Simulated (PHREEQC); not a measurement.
## Reverse-osmosis permeate

Model water analysis in mg/L, 25 °C, pH 6.3, pe 8.5: Na 0.0368; K 0.122; Ca 1.37; Mg 1.76; Cl 4.81; S(6) as SO4 3.24; Alkalinity as HCO3 1.08; Si as SiO2 0.0235.

Valence states are taken as typed.

Model: ion-association model, phreeqc.dat, run in PHREEQC.

This is a speciation only: nothing precipitates in the calculation.

Task: What charge-balance error does the model give?

Result: charge-balance error -0.7 %.

Task: In which forms is C present?

Result: CO2 52 %, HCO3- 48 % of the C.

Complexes and solids missing from the database can't appear.
